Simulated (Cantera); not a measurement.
A Cantera script and what it prints.

```python
import numpy as np
import cantera as ct

gas_names = """
    CL CL2 H HCL H2 Si SiCL SiCL2 SiCL3 SiCL4 SiH SiHCL3 SiH2 SiH2CL2 SiH3 SiH3CL SiH4 Si2 Si3
""".split()
cond_names = """
    Si(cr) Si(L)
""".split()


# ... load() reads the species with a 1 bar reference pressure and builds the phases ...
atoms = {
    'SiCl4': {'Si': 1, 'CL': 4},
    'HCl': {'H': 1, 'CL': 1},
    'H2': {'H': 2},
}
top_T = {}  # K; cautious upper limits of use, not melting points


# ... equilibrate(T, P, feed) seeds the gas with the atoms and calls Mixture.equilibrate('TP', solver="vcs", rtol=1e-11, max_steps=5000) ...
results = []
feed = {'SiCl4': 1, 'HCl': 2.2, 'H2': 2.4}  # mol
T = 1398.15  # K
P = 21000  # Pa
mix = equilibrate(T, P, feed)
results.append((T, P, feed, dict(zip(mix.species_names, mix.species_moles))))
print(gas.report(threshold=1e-06))
for i in range(1, mix.n_phases):
    print(f"{mix.phase(i).name:16s} {mix.phase_moles(i):12.5e} mol")
```

Result:

```
       temperature   1398.2 K
          pressure   21000 Pa
           density   0.080443 kg/m^3
  mean mol. weight   44.531 kg/kmol
   phase of matter   gas

                          1 kg             1 kmol
                     ---------------   ---------------
          enthalpy       -2.1773e+06       -9.6956e+07  J
   internal energy       -2.4383e+06       -1.0858e+08  J
           entropy            6198.9        2.7604e+05  J/K
    Gibbs function       -1.0844e+07       -4.8291e+08  J
 heat capacity c_p            1003.1             44667  J/K
 heat capacity c_v            816.36             36353  J/K

                      mass frac. Y      mole frac. X     chem. pot. / RT
                     ---------------   ---------------   ---------------
                CL        4.7495e-06        5.9661e-06           -25.072
                 H        1.4605e-07        6.4521e-06           -10.453
               HCL           0.35735           0.43647           -35.525
                H2          0.017604           0.38884           -20.906
             SiCL2          0.026793          0.012053           -59.343
             SiCL3          0.058852          0.019494           -84.415
             SiCL4           0.51359           0.13462           -109.49
            SiHCL3          0.025626         0.0084253           -94.867
           SiH2CL2        0.00017969        7.9226e-05           -80.248
     [  +10 minor]        3.6271e-07        2.4371e-07

Si(cr)            0.00000e+00 mol
```

These are equilibrium values from Cantera (NASA tables, ideal gas, pure condensed phases), not measurements of a reactor. The tables' values for SiCl3 are old estimates; treat these amounts as uncertain.
